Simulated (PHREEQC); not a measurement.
A solution holds 0.0085 mol/kgw CsF, 3.1e-05 mol/kgw H3PO4 and 5e-05 mol/kgw Pb(BF4)2, at 3.8 °C. Closed to the air; pH follows from the charge balance.

Computed with PHREEQC (ion-association model, wateq4f.dat).

| quantity | before | after |
|---|---|---|
| pH | 4.48 | 4.58 |
| F- (mol/kgw) | 0.00858 | 0.00857 |
| HF (mol/kgw) | 0.000266 | 0.000280 |
| H3BO3 (mol/kgw) | 8.72e-5 | 9.03e-5 |
| HF2- (mol/kgw) | 7.01e-6 | 8.83e-6 |
| BF2(OH)2- (mol/kgw) | 6.66e-6 | 6.47e-6 |
| SI of PbF2 (PbF2) | -1.33 | -1.30 |
| SI of Pb(OH)2 (Pb(OH)2) | -4.48 | -3.68 |

### Question
Name the change that produced these shifts.
(A) 9.6e-05 mol/kgw H3AsO4 added
(B) CsF from 0.0085 to 0.00085 mol/kgw
(C) temperature from 3.8 to 20 °C
(D) H3PO4 from 3.1e-05 to 0.00031 mol/kgw
(E) H3PO4 replaced by Na2HPO4 at the same molality

### Answer
C, temperature from 3.8 to 20 °C

Precipitation was switched off in this run. H3PO4, which wateq4f.dat lacks, is added to it with the constant of phreeqc.dat. Constants without temperature data keep their 25 °C values here. Real BF4- forms and hydrolyses slowly; the run takes it at equilibrium. The database has no phosphate complexes of Pb.
